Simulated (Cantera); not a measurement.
## Oxide etching and cleaning by halides: MgO + HCl

Charge: 1 mol MgO, 1.4 mol HCl, equilibrated at 1250 °C.

Method: chemical equilibrium by Gibbs-energy minimisation in Cantera with the NASA 1993 tables (ideal gas, pure condensed phases). Candidate condensed phases: H2O, Mg, MgCl2, MgO, Mg(OH)2; 22 gas species. Equilibrium is a limit: real reactors are often held back by kinetics, nucleation or transport.

```json
[
 {"P (Pa)": "1", "x HCl": "0.813", "x MgCl2": "0.0663", "x H2O": "0.0663", "x Cl": "0.0360", "x H2": "0.0175", "n MgO(s)": "0.905"},
 {"P (Pa)": "10", "x HCl": "0.838", "x MgCl2": "0.0684", "x H2O": "0.0683", "x Cl": "0.0169", "x H2": "0.00840", "n MgO(s)": "0.903"},
 {"P (Pa)": "100", "x HCl": "0.849", "x MgCl2": "0.0693", "x H2O": "0.0693", "x Cl": "0.00791", "x H2": "0.00396", "n MgO(s)": "0.903"},
 {"P (Pa)": "1000", "x HCl": "0.855", "x MgCl2": "0.0698", "x H2O": "0.0698", "x Cl": "0.00367", "x H2": "0.00187", "n MgO(s)": "0.902"},
 {"P (Pa)": "10000", "x HCl": "0.857", "x MgCl2": "0.0700", "x H2O": "0.0700", "x Cl": "0.00168", "x H2": "0.000901", "n MgO(s)": "0.902"},
 {"P (Pa)": "100000", "x HCl": "0.859", "x MgCl2": "0.0701", "x H2O": "0.0701", "x Cl": "0.000727", "x H2": "0.000479", "n MgO(s)": "0.902"}
]
```
x: gas mole fraction; n: condensed amount in mol.

From 1.00 Pa to 1.00 bar the condensed part is MgO(s). The main Mg-bearing gas is MgCl2 throughout.
